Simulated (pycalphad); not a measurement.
All values are pycalphad results on the COST 507 light-alloy database (1999) (1 atm), not direct measurements. The database dates from 1999; later assessments differ in places, in temperatures and in the compounds included. The system is extrapolated from its subsystems; higher-order compounds may be missing.

How does the equilibrium phase assembly of Al-4.541Sn-0.8434Si (wt.%) change on cooling from 1850 K to 530 K?


| T (K) | phases above | phases below |
|---|---|---|
| 921.5 | LIQUID | FCC_A1 + LIQUID |
| 783.6 | FCC_A1 + LIQUID | DIAMOND_A4 + FCC_A1 + LIQUID |
Changes were sought between steps of 40 K, so a narrower field can be missed.

FCC_A1 is fcc; DIAMOND_A4 is diamond (Si).
